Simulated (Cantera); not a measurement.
Input: 1 mol FeS, 0.38 mol O2, 18 mol N2, held at 13.0 bar.

These are equilibrium values from Cantera (NASA tables, ideal gas, pure condensed phases), not measurements of a reactor. Candidate condensed phases: Fe, FeO, FeS, FeSO4, FeS2, Fe2O3, Fe2(SO4)3, Fe3O4, S; 19 gas species. Metal and sulfide melt together well below either melting point, which pure phases cannot show. Mutual solubility and eutectic melting of coexisting phases are not modelled. The tables' stoichiometric FeO is somewhat more stable than real wüstite, so its field is too wide. FeO, FeS: taken at fixed stoichiometry. Equilibrium is a limit: real reactors are often held back by kinetics, nucleation or transport.

**Question.** At 1375 K, list the 5 most abundant gas species with their mole fractions, and the condensed phases.

**Answer.** N2 0.986, SO2 0.0126, S2 0.00166, S2O 9.02e-5, SO 4.24e-5. Condensed: FeO(s) + FeS(s).
